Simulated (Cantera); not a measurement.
# Reactions in the system C-O-Ti

Standard-state values (1 bar) from the NASA 1993 polynomials, evaluated with Cantera. Values are per mole of reaction as written; species without (g) are pure solids or liquids, kept so even where they would boil at 1 bar.

C + 2 Ti4O7 → 4 Ti2O3 + CO2(g)

```json
[
 {"T (K)": "1975", "ΔH° (kJ)": "-76.6", "ΔS° (J/K)": "-55.6", "ΔG° (kJ)": "33.1", "log10 K": "-0.88", "condensed phases": "C(graphite), Ti4O7(l), Ti2O3(s)"},
 {"T (K)": "2000", "ΔH° (kJ)": "-78.8", "ΔS° (J/K)": "-56.7", "ΔG° (kJ)": "34.5", "log10 K": "-0.90", "condensed phases": "C(graphite), Ti4O7(l), Ti2O3(s)"},
 {"T (K)": "2025", "ΔH° (kJ)": "-81.0", "ΔS° (J/K)": "-57.8", "ΔG° (kJ)": "36.0", "log10 K": "-0.93", "condensed phases": "C(graphite), Ti4O7(l), Ti2O3(s)"},
 {"T (K)": "2050", "ΔH° (kJ)": "-83.2", "ΔS° (J/K)": "-58.8", "ΔG° (kJ)": "37.4", "log10 K": "-0.95", "condensed phases": "C(graphite), Ti4O7(l), Ti2O3(s)"},
 {"T (K)": "2075", "ΔH° (kJ)": "-85.3", "ΔS° (J/K)": "-59.9", "ΔG° (kJ)": "38.9", "log10 K": "-0.98", "condensed phases": "C(graphite), Ti4O7(l), Ti2O3(s)"},
 {"T (K)": "2100", "ΔH° (kJ)": "-87.5", "ΔS° (J/K)": "-60.9", "ΔG° (kJ)": "40.4", "log10 K": "-1.01", "condensed phases": "C(graphite), Ti4O7(l), Ti2O3(s)"},
 {"T (K)": "2125", "ΔH° (kJ)": "328.9", "ΔS° (J/K)": "136.0", "ΔG° (kJ)": "40.0", "log10 K": "-0.98", "condensed phases": "C(graphite), Ti4O7(l), Ti2O3(l)"},
 {"T (K)": "2150", "ΔH° (kJ)": "327.1", "ΔS° (J/K)": "135.1", "ΔG° (kJ)": "36.6", "log10 K": "-0.89", "condensed phases": "C(graphite), Ti4O7(l), Ti2O3(l)"},
 {"T (K)": "2175", "ΔH° (kJ)": "325.3", "ΔS° (J/K)": "134.3", "ΔG° (kJ)": "33.2", "log10 K": "-0.80", "condensed phases": "C(graphite), Ti4O7(l), Ti2O3(l)"},
 {"T (K)": "2200", "ΔH° (kJ)": "323.4", "ΔS° (J/K)": "133.4", "ΔG° (kJ)": "29.9", "log10 K": "-0.71", "condensed phases": "C(graphite), Ti4O7(l), Ti2O3(l)"},
 {"T (K)": "2225", "ΔH° (kJ)": "321.6", "ΔS° (J/K)": "132.6", "ΔG° (kJ)": "26.5", "log10 K": "-0.62", "condensed phases": "C(graphite), Ti4O7(l), Ti2O3(l)"}
]
```

O(g) + 3 Ti2O3 → 2 Ti3O5

```csv
T (K),ΔH° (kJ),ΔS° (J/K),ΔG° (kJ),log10 K,condensed phases
1975,-614.9,-131.6,-354.9,9.39,"Ti2O3(s), Ti3O5(s)"
2000,-614.0,-131.2,-351.6,9.18,"Ti2O3(s), Ti3O5(s)"
2025,-613.0,-130.7,-348.4,8.99,"Ti2O3(s), Ti3O5(s)"
2050,-612.0,-130.2,-345.1,8.79,"Ti2O3(s), Ti3O5(s)"
2075,-267.5,37.8,-346.0,8.71,"Ti2O3(s), Ti3O5(l)"
2100,-266.2,38.5,-347.0,8.63,"Ti2O3(s), Ti3O5(l)"
2125,-578.8,-109.3,-346.5,8.52,"Ti2O3(l), Ti3O5(l)"
2150,-577.7,-108.8,-343.8,8.35,"Ti2O3(l), Ti3O5(l)"
2175,-576.6,-108.3,-341.0,8.19,"Ti2O3(l), Ti3O5(l)"
2200,-575.5,-107.8,-338.3,8.03,"Ti2O3(l), Ti3O5(l)"
2225,-574.4,-107.3,-335.6,7.88,"Ti2O3(l), Ti3O5(l)"
```

O(g) + 4 Ti3O5 → 3 Ti4O7

| T (K) | ΔH° (kJ) | ΔS° (J/K) | ΔG° (kJ) | log10 K | condensed phases |
|---|---|---|---|---|---|
| 1975 | -16.2 | 145.7 | -303.9 | 8.04 | Ti3O5(s), Ti4O7(l) |
| 2000 | -15.0 | 146.3 | -307.6 | 8.03 | Ti3O5(s), Ti4O7(l) |
| 2025 | -13.9 | 146.8 | -311.3 | 8.03 | Ti3O5(s), Ti4O7(l) |
| 2050 | -12.9 | 147.3 | -314.9 | 8.02 | Ti3O5(s), Ti4O7(l) |
| 2075 | -698.8 | -187.3 | -310.2 | 7.81 | Ti3O5(l), Ti4O7(l) |
| 2100 | -698.5 | -187.1 | -305.6 | 7.60 | Ti3O5(l), Ti4O7(l) |
| 2125 | -698.2 | -187.0 | -300.9 | 7.40 | Ti3O5(l), Ti4O7(l) |
| 2150 | -697.9 | -186.8 | -296.2 | 7.20 | Ti3O5(l), Ti4O7(l) |
| 2175 | -697.5 | -186.7 | -291.6 | 7.00 | Ti3O5(l), Ti4O7(l) |
| 2200 | -697.2 | -186.5 | -286.9 | 6.81 | Ti3O5(l), Ti4O7(l) |
| 2225 | -696.9 | -186.4 | -282.2 | 6.63 | Ti3O5(l), Ti4O7(l) |

2 Ti3O5 → Ti2O3 + Ti4O7

```
T (K)  ΔH° (kJ)  ΔS° (J/K)  ΔG° (kJ)  log10 K              condensed phases
-----  --------  ---------  --------  -------  ----------------------------
1975      199.6       92.4      17.0    -0.45  Ti3O5(s), Ti2O3(s), Ti4O7(l)
2000      199.7       92.5      14.7    -0.38  Ti3O5(s), Ti2O3(s), Ti4O7(l)
2025      199.7       92.5      12.4    -0.32  Ti3O5(s), Ti2O3(s), Ti4O7(l)
2050      199.7       92.5      10.1    -0.26  Ti3O5(s), Ti2O3(s), Ti4O7(l)
2075     -143.8      -75.0      11.9    -0.30  Ti3O5(l), Ti2O3(s), Ti4O7(l)
2100     -144.1      -75.2      13.8    -0.34  Ti3O5(l), Ti2O3(s), Ti4O7(l)
2125      -39.8      -25.9      15.2    -0.37  Ti3O5(l), Ti2O3(l), Ti4O7(l)
2150      -40.1      -26.0      15.8    -0.38  Ti3O5(l), Ti2O3(l), Ti4O7(l)
2175      -40.3      -26.1      16.5    -0.40  Ti3O5(l), Ti2O3(l), Ti4O7(l)
2200      -40.6      -26.2      17.1    -0.41  Ti3O5(l), Ti2O3(l), Ti4O7(l)
2225      -40.8      -26.4      17.8    -0.42  Ti3O5(l), Ti2O3(l), Ti4O7(l)
```
